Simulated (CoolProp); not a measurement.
Octamethyltrisiloxane (MDM) along the isotherm 575 K: Z from the reference equation and from simpler models built on Tc = 565.4 K, pc = 1.438 MPa, ω = 0.528; each cubic takes its own stable root.

The numbers come from the reference Helmholtz-energy equation of state, Thol 2017 in CoolProp.

```tsv
p (MPa)	phase	reference
0.653	gas	0.8380
1.31	gas	0.5908
1.96	supercritical	0.2507
2.61	supercritical	0.2938
3.27	supercritical	0.3473
3.92	supercritical	0.4010
4.57	supercritical	0.4544
5.23	supercritical	0.5082
5.88	supercritical	0.5606
6.53	supercritical	0.6125
7.19	supercritical	0.6646
```

Q: How far does each simpler model (van der Waals, Redlich-Kwong, Peng-Robinson) lie from the reference over these 11 states: mean and median of the absolute difference, and the worst?

A: 
- van der Waals: mean 30.0 %, median 35.5 %, worst +37.2 % at 575 K and 2.61 MPa
- Redlich-Kwong: mean 8.6 %, median 8.6 %, worst +16.4 % at 575 K and 1.96 MPa
- Peng-Robinson: mean 3.2 %, median 2.2 %, worst +11.2 % at 575 K and 1.96 MPa
